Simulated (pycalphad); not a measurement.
Computed with pycalphad from the COST 507 light-alloy database (1999), at 1 atm. These are 1990s assessments: newer ones move some temperatures and phases. Kinetics are ignored, which matters at the lower temperatures.

**Question.** How does the equilibrium phase assembly of Cu-95Si (at.%) change on cooling from 2350 K to 500 K?

**Answer.** 
| T (K) | phases above | phases below |
|---|---|---|
| 1661.3 | LIQUID | DIAMOND_A4 + LIQUID |
| 1073.7 | DIAMOND_A4 + LIQUID | CU19SI6_ETA + DIAMOND_A4 |
Changes were sought between steps of 50 K, so a narrower field can be missed.

Database names, with the compositions (at.%) that they take in these runs: CU19SI6_ETA: Cu 76 Si 24. DIAMOND_A4 is diamond (Si).
